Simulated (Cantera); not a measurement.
A perfectly stirred reactor is fed with 0.654 % H₂, 26.1 % O₂, 73.2 % N₂, at 10.00 Torr; it is held at 950 K, and followed from long to short residence time.

Cantera simulation using GRI-Mech 3.0 (53 species, 325 reactions); the numbers are that mechanism's predictions, not measurements. Radical loss at walls, strong at low pressure, is not modelled.

### Question
Predict: x(H₂) at τ = 2.20 s; x(O₂) at τ = 2.20 s; x(HO₂) at τ = 2.20 s; x(NO) at τ = 2.20 s; x(H₂) at τ = 97.0 ms; x(O₂) at τ = 97.0 ms; x(HO₂) at τ = 97.0 ms; x(NO) at τ = 97.0 ms.

### Answer
```
Quantity                  Value
---------------------  --------
x(H₂) at τ = 2.20 s    0.000148
x(O₂) at τ = 2.20 s       0.259
x(HO₂) at τ = 2.20 s    7.62e-7
x(NO) at τ = 2.20 s     2.86e-9
x(H₂) at τ = 97.0 ms   0.000852
x(O₂) at τ = 97.0 ms      0.259
x(HO₂) at τ = 97.0 ms   1.55e-6
x(NO) at τ = 97.0 ms    6.45e-9
```
